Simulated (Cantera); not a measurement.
A closed system holds: 1 mol C3H8, 1 mol H2O, 10 mol H2, at 0.000340 bar.

Equilibrium computed with Cantera from the NASA thermochemical tables; the gas is ideal and each condensed phase is pure. Candidate condensed phases: C, C6H6, C7H8, C8H18, H2O; 110 gas species. The numbers say what is thermodynamically allowed, not how fast it happens. All values below are at 1350 K.

Base state: H2 0.937, CO 0.0625, H 0.000125 (mole fractions); condensed: C(graphite).

Problem. What changes in the equilibrium state with this change: H2O from 1 to 0.02 mol?

Solution. 
| species | before | after |
|---|---|---|
| H2 | 0.937 | 0.998 |
| CO | 0.0625 | 0.00142 |
| H | 0.000125 | 0.000129 |
| C(graphite), mol | 2.00 | 2.98 |
